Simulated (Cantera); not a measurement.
Gas mixture: 24.7 % NH₃, 40.0 % N₂, 35.3 % CH₄, at 0.830 bar, frozen composition.

Cantera's kinetic-theory transport with the Lennard-Jones parameters of GRI-Mech 3.0, ideal gas; thermal conductivity in the mixture-averaged form. Polar gases are described roughly by these parameters. The composition is frozen, though it would react at the higher temperatures.

One state of this run: ρ (kg/m³) = 0.175; cp (J/kg/K) = 2718; μ (µPa s) = 40.0; λ (mW/m/K) = 141; Pr = 0.770; D (cm²/s) H₂ = 9.78; D (cm²/s) NH₃ = 3.35; D (cm²/s) CH₄ = 3.11. D: mixture-averaged diffusion coefficient of that species in the mixture.

Task: Which value of T (K) does it belong to?
A) 1000
B) 1400
C) 1200
D) 400

Result: C, 1200
